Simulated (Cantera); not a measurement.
A perfectly stirred reactor is fed with 66.2 % N2O, 33.8 % O2, at 495 Torr; it is held at 1000 K, and followed from long to short residence time.

Model: GRI-Mech 3.0 (53 species, 325 reactions), integrated in Cantera. GRI-Mech 3.0 was tuned for natural gas; its chemistry of N2O as a main component is partial and can be far from experiment. The mechanism lacks the step 2 NO + O2 → 2 NO2, which can matter for NO2 below about 1400 K. The temperature is held fixed by assumption; the heat of reaction is taken as removed at once.

x: mole fraction; the columns are a selection and need not sum to one.

```json
[
 {"τ (s)": "11", "x N2O": "0.626", "x O2": "0.346", "x O": "3.92e-8", "x N2": "0.0269", "x NO2": "1.15e-5", "x NO": "0.00107"},
 {"τ (s)": "2.9", "x N2O": "0.652", "x O2": "0.340", "x O": "4.00e-8", "x N2": "___", "x NO2": "___", "x NO": "___"},
 {"τ (s)": "0.78", "x N2O": "0.659", "x O2": "0.338", "x O": "4.02e-8", "x N2": "0.00204", "x NO2": "4.92e-7", "x NO": "8.25e-5"},
 {"τ (s)": "0.21", "x N2O": "0.662", "x O2": "0.338", "x O": "4.02e-8", "x N2": "0.000550", "x NO2": "5.82e-8", "x NO": "2.24e-5"},
 {"τ (s)": "0.055", "x N2O": "0.662", "x O2": "0.338", "x O": "4.02e-8", "x N2": "0.000144", "x NO2": "4.81e-9", "x NO": "5.87e-6"},
 {"τ (s)": "0.015", "x N2O": "0.662", "x O2": "0.338", "x O": "4.01e-8", "x N2": "3.93e-5", "x NO2": "3.77e-10", "x NO": "1.60e-6"},
 {"τ (s)": "0.0039", "x N2O": "0.662", "x O2": "0.338", "x O": "3.99e-8", "x N2": "1.02e-5", "x NO2": "2.56e-11", "x NO": "4.14e-7"},
 {"τ (s)": "0.0010", "x N2O": "0.662", "x O2": "0.338", "x O": "3.91e-8", "x N2": "2.59e-6", "x NO2": "1.62e-12", "x NO": "1.04e-7"},
 {"τ (s)": "0.00027", "x N2O": "0.662", "x O2": "0.338", "x O": "3.62e-8", "x N2": "___", "x NO2": "<1e-12", "x NO": "___"}
]
```

Question: Some entries are withheld; supply them.

Answer: 
- 2.9, x N2: 0.00747
- 2.9, x NO2: 2.75e-6
- 2.9, x NO: 0.000301
- 0.00027, x N2: 6.74e-7
- 0.00027, x NO: 2.60e-8
